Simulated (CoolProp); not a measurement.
Octamethyltrisiloxane (MDM) along the isotherm 134.65 °C: Z from the reference equation and from simpler models built on Tc = 292.2 °C, pc = 1438 kPa, ω = 0.528; each cubic takes its own stable root.

Values from CoolProp's reference Helmholtz-energy equation of state, Thol 2017.

| p (kPa) | phase | reference |
|---|---|---|
| 2.27 | gas | 0.9982 |
| 4.31 | gas | 0.9966 |
| 8.17 | gas | 0.9934 |
| 15.5 | gas | 0.9875 |
| 29.4 | gas | 0.9760 |
| 55.7 | gas | 0.9534 |
| 106 | liquid | 0.01061 |
| 200 | liquid | 0.02000 |
| 379 | liquid | 0.03787 |
| 719 | liquid | 0.07171 |

### Question
How far does each simpler model (van der Waals, Soave-Redlich-Kwong) lie from the reference over these 10 states: mean and median of the absolute difference, and the worst?

### Answer
- van der Waals: mean 1341.9 %, median 1.7 %, worst +8860.4 % at 134.65 °C and 106 kPa
- Soave-Redlich-Kwong: mean 3.9 %, median 0.4 %, worst +9.5 % at 134.65 °C and 106 kPa

At some of these states van der Waals gives the other phase, because its saturation line lies elsewhere.
